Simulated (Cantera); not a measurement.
A closed system holds: 1 mol AlN, 0.15 mol HCl, 1.3 mol O2, at 1548.15 K and 0.133 bar.

Cantera equilibrium calculation (NASA polynomials, part measured and part estimated; ideal gas, pure solids and liquids). Candidate condensed phases: Al, AlCl3, AlN, Al2O3, H2O, NH4Cl; 45 gas species. Equilibrium is a limit: real reactors are often held back by kinetics, nucleation or transport.

Base state: O2 0.450, N2 0.415, HCl 0.0991, Cl 0.0156, H2O 0.0128, Cl2 0.00504, NO 0.00163, ClO 8.83e-5 (mole fractions); condensed: Al2O3(s).

What changes in the equilibrium state with this change: pressure from 0.133 bar to 72.0 mbar?


| species | before | after |
|---|---|---|
| O2 | 0.450 | 0.450 |
| N2 | 0.415 | 0.415 |
| HCl | 0.0991 | 0.0990 |
| Cl | 0.0156 | 0.0182 |
| Cl2 | 0.00504 | 0.00371 |
| H2O | 0.0128 | 0.0128 |
| O | 1.40e-5 | 1.91e-5 |
| ClO | 8.83e-5 | 7.57e-5 |
| OH | 8.42e-5 | 9.80e-5 |
| NO | 0.00163 | 0.00163 |
| Al2O3(s), mol | 0.500 | 0.500 |

What changes in the equilibrium state with this change: AlN replaced by Fe?


```csv
species,before,after
O2,0.450,0.779
HCl,0.0991,0.147
H2O,0.0128,0.0329
N2,0.415,0
FeCl2,0,0.0172
Cl,0.0156,0.0165
NO,0.00163,0
FeCl3,0,0.00121
HOCl,8.00e-6,1.56e-5
OH,8.42e-5,0.000155
"Al2O3(s), mol",0.500,0
"Fe2O3(s), mol",0,0.494
```
Further candidate phases: Fe, FeCl2, FeCl3, FeO, Fe(OH)2, Fe(OH)3, Fe2O3, Fe3O4.
